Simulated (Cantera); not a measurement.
Gas mixture: C2H2 = 0.06 (molar parts), at 73.5 Torr, frozen composition.

Cantera's kinetic-theory transport with the Lennard-Jones parameters of GRI-Mech 3.0, ideal gas; thermal conductivity in the multicomponent form. The composition is frozen, though it would react at the higher temperatures.

One state of this run: ρ (kg/m³) = 0.0162; cp (J/kg/K) = 3079; μ (µPa s) = 42.2; λ (mW/m/K) = 178; Pr = 0.732; D (cm²/s) CH3 = 45.2; D (cm²/s) CO2 = 33.3; D (cm²/s) H2O = 52.5. D: mixture-averaged diffusion coefficient of that species in the mixture.

Problem. Which value of T (K) does it belong to?
(A) 900
(B) 1650
(C) 1900
(D) 2400

Solution. C, 1900
